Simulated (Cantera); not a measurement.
A freely propagating, adiabatic, planar premixed flame of 5.59 % CH4, 1.62 % C2H6, 18.5 % O2, 74.3 % N2, equivalence ratio 0.91, unburnt at 373 K and 1000000 Pa; mixture-averaged transport, grid criteria slope 0.08 and curve 0.16, no radiation.

Detailed kinetics in Cantera: GRI-Mech 3.0 (53 species, 325 reactions). Burning velocities carry a grid error of a few per cent, more on coarse grids.

Question: Predict: laminar burning velocity; thermal thickness; peak x(H).

Answer: 
- laminar burning velocity = 19.0 cm/s
- thermal thickness = 0.0926 mm
- peak x(H) = 0.000805
